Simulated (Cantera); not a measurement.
# Thermodynamics of metals in furnace atmospheres, feed Fe + NH3 + N2

Feed: 1 mol Fe, 0.22 mol NH3, 260 mol N2, at 12.0 Pa.

Equilibrium computed with Cantera from the NASA thermochemical tables; the gas is ideal and each condensed phase is pure. Candidate condensed phases: Fe; 10 gas species. The numbers say what is thermodynamically allowed, not how fast it happens.

From 500 °C to 900 °C the condensed part is Fe(α). From 1000 °C to 1100 °C the condensed part is Fe(γ).

```csv
T (°C),x N2,x H2,x Fe,x H,n Fe(α),n Fe(γ)
500,0.999,0.00127,<1e-12,2.95e-12,1.00,0
600,0.999,0.00127,<1e-12,1.52e-10,1.00,0
700,0.999,0.00127,3.17e-11,3.51e-9,1.00,0
800,0.999,0.00127,3.46e-9,4.55e-8,1.000,0
900,0.999,0.00127,1.64e-7,3.83e-7,1.000,0
1000,0.999,0.00127,4.15e-6,2.32e-6,0,0.999
1100,0.999,0.00126,6.50e-5,1.08e-5,0,0.983
```
x: gas mole fraction; n: condensed amount in mol.
